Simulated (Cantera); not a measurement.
Feed: 1 mol SiCl₄, 1.4 mol Cl₂, 0.99 mol H₂, at 2.00 bar.

These are equilibrium values from Cantera (NASA tables, ideal gas, pure condensed phases), not measurements of a reactor. Candidate condensed phases: Si; 19 gas species. Equilibrium is a limit: real reactors are often held back by kinetics, nucleation or transport. All values below are at 750 °C.

Base state: HCl 0.584, SiCl₄ 0.295, Cl₂ 0.121, Cl 0.000134 (mole fractions); condensed: gas only.

Problem. What changes in the equilibrium state with this change: H₂ from 0.99 to 15 mol?

Solution. 
```csv
species,before,after
H₂,<1e-9,0.779
HCl,0.584,0.163
SiCl₄,0.295,0.0552
Cl₂,0.121,<1e-9
SiHCl₃,<1e-9,0.00223
Cl,0.000134,<1e-9
```
The tables' values for SiCl₃ are old estimates; treat these amounts as uncertain.
